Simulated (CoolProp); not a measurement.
Vapour-liquid equilibrium of cyclohexane (1) + n-octane (2) at 0.892 MPa; x and y are mole fractions of (1).

Computed with CoolProp (multi-fluid Helmholtz-energy mixture model, Zhou 2014 and Beckmüller 2019; pair parameters Bell 2016).

```json
[
 {"x": "0.05", "bubble temperature, mixture model (K)": "497.2", "bubble temperature, Raoult's law (K)": "496.6", "y, mixture model": "0.084", "y, Raoult's law": "0.108"},
 {"x": "0.125", "bubble temperature, mixture model (K)": "492.6", "bubble temperature, Raoult's law (K)": "491.3", "y, mixture model": "0.203", "y, Raoult's law": "0.249"},
 {"x": "0.2", "bubble temperature, mixture model (K)": "488.1", "bubble temperature, Raoult's law (K)": "486.4", "y, mixture model": "0.314", "y, Raoult's law": "0.370"},
 {"x": "0.275", "bubble temperature, mixture model (K)": "483.7", "bubble temperature, Raoult's law (K)": "481.8", "y, mixture model": "0.415", "y, Raoult's law": "0.475"},
 {"x": "0.35", "bubble temperature, mixture model (K)": "479.4", "bubble temperature, Raoult's law (K)": "477.4", "y, mixture model": "0.507", "y, Raoult's law": "0.565"},
 {"x": "0.425", "bubble temperature, mixture model (K)": "475.2", "bubble temperature, Raoult's law (K)": "473.4", "y, mixture model": "0.590", "y, Raoult's law": "0.643"},
 {"x": "0.5", "bubble temperature, mixture model (K)": "471.2", "bubble temperature, Raoult's law (K)": "469.5", "y, mixture model": "0.665", "y, Raoult's law": "0.712"},
 {"x": "0.575", "bubble temperature, mixture model (K)": "467.4", "bubble temperature, Raoult's law (K)": "465.9", "y, mixture model": "0.732", "y, Raoult's law": "0.771"},
 {"x": "0.65", "bubble temperature, mixture model (K)": "463.7", "bubble temperature, Raoult's law (K)": "462.4", "y, mixture model": "0.792", "y, Raoult's law": "0.824"},
 {"x": "0.725", "bubble temperature, mixture model (K)": "460.2", "bubble temperature, Raoult's law (K)": "459.2", "y, mixture model": "0.846", "y, Raoult's law": "0.870"},
 {"x": "0.8", "bubble temperature, mixture model (K)": "456.8", "bubble temperature, Raoult's law (K)": "456.1", "y, mixture model": "0.894", "y, Raoult's law": "0.911"},
 {"x": "0.875", "bubble temperature, mixture model (K)": "453.6", "bubble temperature, Raoult's law (K)": "453.1", "y, mixture model": "0.937", "y, Raoult's law": "0.948"},
 {"x": "0.95", "bubble temperature, mixture model (K)": "450.5", "bubble temperature, Raoult's law (K)": "450.4", "y, mixture model": "0.976", "y, Raoult's law": "0.980"}
]
```

The largest gap from Raoult's law is +2.0 K in bubble temperature, at x = 0.35. No azeotrope shows between x = 0.05 and 0.95.

Pair parameters are fitted to limited data, so mixtures are less certain than the pure fluids.
